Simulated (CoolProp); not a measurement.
Model: reference Helmholtz-energy equation of state, Gao 2022, in CoolProp.

Q: For n-perfluorobutane, give the phase and the density (kg/m³), cv (kJ/(kg K)), speed of sound (m/s), expansivity (1/kK) at 65.95 °C and 3630 kPa.

A: 
- 65.95 °C and 3630 kPa: liquid; density 1360, cv 0.919, speed of sound 307, expansivity 3.37
